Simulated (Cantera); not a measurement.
**B + O₂ + H₂ (boron, boron nitride and boron oxide)**

Input: 1 mol B, 6.9 mol O₂, 92 mol H₂, held at 1148 K and 2.00 mbar.

Method: chemical equilibrium by Gibbs-energy minimisation in Cantera with the NASA 1993 tables (ideal gas, pure condensed phases). Candidate condensed phases: B, B₂O₃, B₃O₃H₃, H₂O; 23 gas species. Gases not in the tables: H₃BO₃. Rates play no part.

```
Property                                  Value
------------------------------------  ---------
x(H₂)                                     0.865
x(H₂O)                                    0.132
x(HBO₂)                                 0.00311
x((HBO₂)₃)                              3.06e-5
x(H)                                    1.49e-6
n(B₂O₃(l))                            0.353 mol
gas amount                            92.14 mol
log10 activity of B(s) (absent)           -8.64
log10 activity of B₃O₃H₃(s) (absent)     -18.79
```
